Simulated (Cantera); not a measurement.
Transport properties of process gases

Gas mixture: O2 : N2O : CO2 = 0.28 : 0.078 : 0.58 (molar parts), at 113 Torr, frozen composition.

Cantera's kinetic-theory transport with the Lennard-Jones parameters of GRI-Mech 3.0, ideal gas; thermal conductivity in the multicomponent form. The composition is frozen, though it would react at the higher temperatures.

| T (K) | ρ (kg/m³) | cp (J/kg/K) | μ (µPa s) | λ (mW/m/K) | Pr | D (cm²/s) CH3 | D (cm²/s) CO2 | D (cm²/s) NH3 |
|---|---|---|---|---|---|---|---|---|
| 400 | 0.182 | 941.7 | 21.1 | 27.5 | 0.723 | 2.13 | 1.65 | 2.06 |
| 600 | 0.122 | 1061 | 29.3 | 42.8 | 0.727 | 4.38 | 3.40 | 4.47 |
| 800 | 0.0912 | 1144 | 36.4 | 57.1 | 0.729 | 7.21 | 5.61 | 7.57 |
| 1000 | 0.0729 | 1202 | 42.6 | 70.3 | 0.729 | 10.5 | 8.21 | 11.3 |
| 1200 | 0.0608 | 1242 | 48.4 | 82.4 | 0.729 | 14.3 | 11.2 | 15.5 |
| 1400 | 0.0521 | 1272 | 53.7 | 93.7 | 0.729 | 18.6 | 14.5 | 20.3 |
D: mixture-averaged diffusion coefficient of that species in the mixture.
